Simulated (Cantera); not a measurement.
# Diamond growth

A diamond (100) surface in a fixed gas of H2 with x(CH4) = 0.0061, x(H) = 0.0069, x(CH3) = 0.0017, 0.0610 bar; coverages are run to steady state.

Model: the Harris–Goodwin 1993 mechanism for the reconstructed diamond (100) surface, integrated in Cantera.

```csv
T (K),growth (µm/h),θ c6HH,θ c6H*,θ c6*H,θ c6**,θ c6HM
950,34.6,0.533,0.0117,0.276,0.00520,0.134
1025,49.6,0.497,0.0177,0.338,0.00935,0.0981
1100,59.4,0.464,0.0251,0.396,0.0154,0.0651
1175,51.1,0.435,0.0338,0.453,0.0238,0.0320
1250,33.0,0.403,0.0429,0.498,0.0340,0.0106
1325,24.4,0.369,0.0514,0.526,0.0451,0.00288
1400,23.0,0.337,0.0592,0.541,0.0570,0.000750
```
θ: site fractions in the mechanism's names (c6HH fully hydrogenated, c6H* and c6*H radical sites, c6** diradical, c6HM methylated).
